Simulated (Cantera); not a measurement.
A Cantera script and its output.

```python
import numpy as np
import cantera as ct

gas = ct.Solution("gri30.yaml", transport_model="multicomponent")
show = ['C2H2', 'H2', 'NH3']

rows = []
print(f"{'T/K':>7s}{'rho':>11s}{'cp':>10s}{'mu':>11s}{'lambda':>11s}{'Pr':>7s}" + "".join(f"{'D_' + s:>11s}" for s in show))
for T in [400, 550, 700, 850, 1000, 1150]:
    gas.TPX = T, 2400, {'C2H4': 0.2, 'NH3': 0.092, 'H2': 0.83, 'CH4': 0.6}
    Pr = gas.cp_mass * gas.viscosity / gas.thermal_conductivity
    D = [gas.mix_diff_coeffs_mole[gas.species_index(s)] for s in show]
    rows.append([gas.density, gas.cp_mass, gas.viscosity, gas.thermal_conductivity, Pr, *D])
    print(f"{T:7g}{gas.density:11.4e}{gas.cp_mass:10.1f}{gas.viscosity:11.4e}"
          f"{gas.thermal_conductivity:11.4e}{Pr:7.3f}" + "".join(f"{d:11.4e}" for d in D))
print("SI units: kg/m3, J/kg/K, Pa s, W/m/K, m2/s")
```

It prints:

```
    T/K        rho        cp         mu     lambda     Pr     D_C2H2       D_H2      D_NH3
    400 7.7430e-03    3393.6 1.4316e-05 9.8837e-02  0.492 1.7926e-03 4.9556e-03 2.3863e-03
    550 5.6313e-03    3866.5 1.8360e-05 1.3434e-01  0.528 3.1721e-03 8.5186e-03 4.3267e-03
    700 4.4246e-03    4309.7 2.1961e-05 1.7061e-01  0.555 4.8375e-03 1.2781e-02 6.7007e-03
    850 3.6438e-03    4694.1 2.5246e-05 2.0754e-01  0.571 6.7607e-03 1.7685e-02 9.4612e-03
   1000 3.0972e-03    5045.6 2.8293e-05 2.4450e-01  0.584 8.9221e-03 2.3186e-02 1.2575e-02
   1150 2.6932e-03    5348.5 3.1153e-05 2.8167e-01  0.592 1.1307e-02 2.9253e-02 1.6017e-02
SI units: kg/m3, J/kg/K, Pa s, W/m/K, m2/s
```

Computed with Cantera and GRI-Mech 3.0 (53 species, 325 reactions). Polar gases are described roughly by these parameters. The composition is frozen, though it would react at the higher temperatures.
